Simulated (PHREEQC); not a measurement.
Synthetic water in mmol/kgw, 25 °C, pH 1.94, pe 9.1:

| constituent | mmol/kgw |
|---|---|
| Na | 0.866 |
| K | 0.448 |
| Ca | 3.44 |
| Mg | 0.131 |
| Cl | 1.49 |
| S(6) | 16.4 |
| F | 0.00931 |
| Al | 1.27 |

Na is adjusted to close the charge balance.
Valence states are taken as typed.

The numbers come from PHREEQC with the ion-association model, wateq4f.dat.

**Question.** The ionic strength comes out as 0.0355 mol/kgw. What activity coefficients do AlHSO4+2, NaSO4-, KSO4-, Ca+2, SO4-2 get?

**Answer.** AlHSO4+2 0.50, NaSO4- 0.85, KSO4- 0.85, Ca+2 0.52, SO4-2 0.51.

This is a speciation only: nothing precipitates in the calculation. Fluoro complexes past AlF4- and FeF3 are missing from the database.
